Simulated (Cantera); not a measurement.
Charge: 1 mol B, 0.24 mol O2, 22 mol N2, at 133 Pa.

Cantera equilibrium calculation (NASA polynomials, part measured and part estimated; ideal gas, pure solids and liquids). Candidate condensed phases: B, BN, B2O3; 17 gas species. Rates play no part.

Over these rows the condensed part is BN(s). Partial pressures as log10 of bar:

```tsv
T (K)	1000/T (1/K)	log p B	log p N2
1725	0.5797	-10.74	-2.88
1775	0.5634	-10.06	-2.88
1825	0.5479	-9.41	-2.88
1875	0.5333	?	-2.88
1925	0.5195	-8.21	-2.88
1975	0.5063	-7.66	-2.88
```

Fit log p(B) = a + b·(1000/T) to the five rows, give the apparent enthalpy, and predict the row at 1875 K.

Means: 1000/T = 0.5434, log p = -9.216. Sxy = -0.154845, Sxx = 0.0036856, so b = -42.01 and a = -9.216 − (-42.01)×0.5434 = 13.61.
Apparent enthalpy: −19.145 × (-42.01) = 804 kJ/mol. With the condensed phases at unit activity, BN(s) = B(g) + 1/2 N2(g) links this pressure to the main gases: over the six rows their terms move log p by +0.00 in all, so the slope is close to that reaction's ΔH°. The five rows lie within 0.01 of the line.
Prediction at 1875 K: 13.61 + (-42.01)×0.5333 = -8.79. The computed value is -8.80, 0.01 from the line.
